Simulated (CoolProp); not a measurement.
CF4 (R14) at 342.12 K and 0.707 MPa flows at 8.5 m/s in a round tube of 10 mm bore and 1.5 µm roughness, fully developed (64/Re and Nu = 3.66 if laminar; Colebrook and Gnielinski if turbulent). Each further row changes one setting.

The numbers come from the reference Helmholtz-energy equation of state, Platzer 1990 in CoolProp. This equation is an older, rougher fit.

```csv
case,Reynolds number,Darcy friction factor,pressure drop (Pa/m),heat-transfer coefficient (W/(m² K)),mass flow (kg/h)
as stated,(withheld),0.0189,(withheld),377,53.4
velocity 17 m/s,192000,0.0169,(withheld),672,107
diameter 20 mm,192000,0.0163,655,325,(withheld)
```

Task: Complete the blanks.

Result: 
- as stated, Reynolds number: 96100
- as stated, pressure drop (Pa/m): 1520
- velocity 17 m/s, pressure drop (Pa/m): 5410
- diameter 20 mm, mass flow (kg/h): 213

Viscosity comes from a separate model (Huber 2003), an estimate that may be off by 10 % or more. Thermal conductivity comes from a separate model (Huber 2003), an estimate that may be off by 10 % or more.
